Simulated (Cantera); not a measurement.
Cantera run:

```python
import numpy as np
import cantera as ct

gas_names = """
    H HNO HNO2 HNO3 HO2 H2 H2O H2O2 H2S H2SO4 N NH NH2 NH3 NH2OH NO NO2 NO3 N2 N2H2 N2H4 N2O O OH O2 O3
    S SH SN SO SO2 SO3 S2 S2O S8
""".split()
cond_names = """
    H2O(s) H2O(L) H2SO4(L) S(cr1) S(cr2) S(L)
""".split()


# ... load() reads the species with a 1 bar reference pressure and builds the phases ...
atoms = {
    'NH3': {'N': 1, 'H': 3},
    'H2O': {'H': 2, 'O': 1},
    'SO2': {'S': 1, 'O': 2},
}
top_T = {}  # K; cautious upper limits of use, not melting points


# ... equilibrate(T, P, feed) seeds the gas with the atoms and calls Mixture.equilibrate('TP', solver="vcs", rtol=1e-11, max_steps=5000) ...
results = []
feed = {'NH3': 1, 'H2O': 0.068, 'SO2': 0.007}  # mol
T = 2225  # K
for P in [10, 65, 420, 2700, 17000, 110000, 720000, 4700000, 30000000]:
    mix = equilibrate(T, P, feed)
    results.append((T, P, feed, dict(zip(mix.species_names, mix.species_moles))))
    x = sorted(zip(gas.X, gas.species_names), reverse=True)
    print(f"T = {T:g} K  P = {P:g} Pa  gas = {mix.phase_moles(0):.4g} mol")
    print("   x: " + "  ".join(f"{s} {v:.3e}" for v, s in x if v > 1e-06))
    print("   condensed (mol): " + ("  ".join(f"{mix.phase(i).name} {mix.phase_moles(i):.4g}"
          for i in range(1, mix.n_phases) if mix.phase_moles(i) > 1e-12) or "none"))
```

Output:

```
T = 2225 K  P = 10 Pa  gas = 2.605 mol
   x: H 3.977e-01  H2 3.770e-01  N2 1.919e-01  H2O 2.411e-02  OH 3.685e-03  O 2.695e-03  S 1.910e-03  SO 6.048e-04  NO 1.225e-04  SH 1.096e-04  O2 7.252e-05  SO2 5.549e-05  S2 2.545e-06  H2S 2.048e-06
   condensed (mol): none
T = 2225 K  P = 65 Pa  gas = 2.294 mol
   x: H2 5.548e-01  N2 2.179e-01  H 1.892e-01  H2O 3.297e-02  S 2.000e-03  OH 1.629e-03  SO 5.885e-04  O 3.852e-04  SH 3.551e-04  SO2 5.016e-05  NO 4.756e-05  H2S 2.052e-05  S2 1.814e-05  O2 9.631e-06
   condensed (mol): none
T = 2225 K  P = 420 Pa  gas = 2.161 mol
   x: H2 6.477e-01  N2 2.313e-01  H 8.044e-02  H2O 3.666e-02  S 1.648e-03  SH 8.037e-04  OH 6.595e-04  SO 4.619e-04  H2S 1.275e-04  S2 7.960e-05  O 5.678e-05  SO2 3.750e-05  NO 1.836e-05  O2 1.352e-06
   condensed (mol): none
T = 2225 K  P = 2700 Pa  gas = 2.107 mol
   x: H2 6.882e-01  N2 2.373e-01  H2O 3.833e-02  H 3.270e-02  SH 1.223e-03  S 9.592e-04  H2S 5.071e-04  SO 2.645e-04  OH 2.638e-04  S2 1.734e-04  SO2 2.113e-05  O 8.690e-06  NO 7.218e-06
   condensed (mol): none
T = 2225 K  P = 17000 Pa  gas = 2.085 mol
   x: H2 7.045e-01  N2 2.399e-01  H2O 3.911e-02  H 1.319e-02  H2S 1.294e-03  SH 1.229e-03  S 3.797e-04  S2 1.711e-04  OH 1.060e-04  SO 1.044e-04  SO2 8.309e-06  NO 2.882e-06  O 1.376e-06
   condensed (mol): none
T = 2225 K  P = 110000 Pa  gas = 2.075 mol
   x: H2 7.110e-01  N2 2.410e-01  H2O 3.945e-02  H 5.208e-03  H2S 2.249e-03  SH 8.360e-04  S 1.011e-04  S2 7.846e-05  OH 4.185e-05  SO 2.777e-05  NH3 4.647e-06  SO2 2.210e-06  NO 1.135e-06
   condensed (mol): none
T = 2225 K  P = 720000 Pa  gas = 2.071 mol
   x: H2 7.135e-01  N2 2.415e-01  H2O 3.958e-02  H2S 2.895e-03  H 2.039e-03  SH 4.199e-04  NH3 3.061e-05  S 1.981e-05  S2 1.972e-05  OH 1.638e-05  SO 5.442e-06
   condensed (mol): none
T = 2225 K  P = 4.7e+06 Pa  gas = 2.069 mol
   x: H2 7.144e-01  N2 2.416e-01  H2O 3.963e-02  H2S 3.191e-03  H 7.986e-04  NH3 2.002e-04  SH 1.810e-04  OH 6.417e-06  S2 3.661e-06  S 3.341e-06
   condensed (mol): none
T = 2225 K  P = 3e+07 Pa  gas = 2.066 mol
   x: H2 7.139e-01  N2 2.414e-01  H2O 3.969e-02  H2S 3.312e-03  NH3 1.276e-03  H 3.160e-04  SH 7.439e-05  OH 2.545e-06  NH2 2.162e-06
   condensed (mol): none
```

These are equilibrium values from Cantera (NASA tables, ideal gas, pure condensed phases), not measurements of a reactor. The ideal-gas law is rough above about 30 bar.
